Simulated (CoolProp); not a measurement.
Values from CoolProp's reference Helmholtz-energy equation of state, Smukala 2000.

Give the vapour pressure (MPa), liquid density (kg/m³), vapour density (kg/m³) of saturated ethylene at 161.5, 171.1 K.


| T (K) | p (MPa) | liquid density (kg/m³) | vapour density (kg/m³) |
|---|---|---|---|
| 161.5 | 0.0621 | 579 | 1.33 |
| 171.1 | 0.112 | 565 | 2.29 |
